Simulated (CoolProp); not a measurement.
The fluid at 293.15 K and 1.38 MPa is throttled through a valve to 0.658 MPa with no heat exchange. The same conditions are run with several fluids, on thermodynamics alone (safety and materials aside).

Values from CoolProp's reference Helmholtz-energy equation of state of each fluid (C2F6 (R116): Lemmon 2006; oxygen: Schmidt 1985; ethane: Bücker 2006; CH3F (R41): Lemmon 2006; nitrous oxide: Lemmon 2006).

### Question
Rank C2F6 (R116), oxygen, ethane, CH3F (R41), nitrous oxide by temperature change (K), highest first.

### Answer
oxygen (-2.0), C2F6 (R116) (-7.6), nitrous oxide (-8.7), ethane (-9.2), CH3F (R41) (-14.2)

| fluid | final density (kg/m³) |
|---|---|
| C2F6 (R116) | 41.8 |
| oxygen | 8.74 |
| ethane | 8.91 |
| CH3F (R41) | 10.4 |
| nitrous oxide | 12.8 |
